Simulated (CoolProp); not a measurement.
A closed Brayton cycle with carbon dioxide: compressor inlet 329.15 K and 9.4 MPa, high pressure 32.4 MPa, turbine inlet 795 K, compressor efficiency 0.85, turbine efficiency 0.9, recuperator effectiveness 0.9 (on enthalpy, no pinch check). Each further row changes one setting.

Values from CoolProp's reference Helmholtz-energy equation of state, Span 1996.

```json
[
 {"case": "as stated", "thermal efficiency (%)": "32.3", "net work (kJ/kg)": "86.9", "compressor to turbine work": "0.43", "compressor exit (K)": "427.8", "turbine exit (K)": "650.7"},
 {"case": "turbine inlet 745 K", "thermal efficiency (%)": "(withheld)", "net work (kJ/kg)": "(withheld)", "compressor to turbine work": "0.47", "compressor exit (K)": "427.8", "turbine exit (K)": "(withheld)"},
 {"case": "compressor inlet 339.15 K", "thermal efficiency (%)": "(withheld)", "net work (kJ/kg)": "78.1", "compressor to turbine work": "0.49", "compressor exit (K)": "448.1", "turbine exit (K)": "650.7"},
 {"case": "high pressure 27.5 MPa", "thermal efficiency (%)": "32.1", "net work (kJ/kg)": "79.7", "compressor to turbine work": "0.41", "compressor exit (K)": "(withheld)", "turbine exit (K)": "669.2"},
 {"case": "recuperator effectiveness 0.5", "thermal efficiency (%)": "23.4", "net work (kJ/kg)": "86.9", "compressor to turbine work": "0.43", "compressor exit (K)": "427.8", "turbine exit (K)": "650.7"}
]
```

Task: What belongs in the gaps?

Result: 
- turbine inlet 745 K, thermal efficiency (%): 29.9
- turbine inlet 745 K, net work (kJ/kg): 75.3
- turbine inlet 745 K, turbine exit (K): 605.8
- compressor inlet 339.15 K, thermal efficiency (%): 30.5
- high pressure 27.5 MPa, compressor exit (K): 414.3
